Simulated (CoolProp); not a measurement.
Vapour-liquid equilibrium of carbon dioxide (1) + R143a (2) at 246 K; x and y are mole fractions of (1).

Model: multi-fluid Helmholtz-energy mixture model, Span 1996 and Lemmon and Jacobsen 2000; pair parameters Bell 2016, in CoolProp.

```csv
x,"bubble pressure, mixture model (MPa)","bubble pressure, Raoult's law (MPa)","y, mixture model","y, Raoult's law"
0.05,0.2952,0.3070,0.212,0.256
0.15,0.4249,0.4399,0.496,0.535
0.25,0.5713,0.5727,0.661,0.685
0.35,0.7224,0.7056,0.760,0.778
0.45,0.8689,0.8385,0.824,0.842
0.55,1.006,0.9714,0.869,0.889
0.65,1.134,1.104,0.903,0.924
0.75,1.256,1.237,0.931,0.951
0.85,1.377,1.370,0.958,0.974
0.95,1.503,1.503,0.985,0.992
```

The largest gap from Raoult's law is -3.8 % in bubble pressure, at x = 0.05. No azeotrope shows between x = 0.05 and 0.95.

The pair parameters rest on a limited set of measurements; away from them the model extrapolates. The gap from Raoult's law changes sign with composition, which may be real or a fault of the pair parameters; it wasn't checked against measurements.
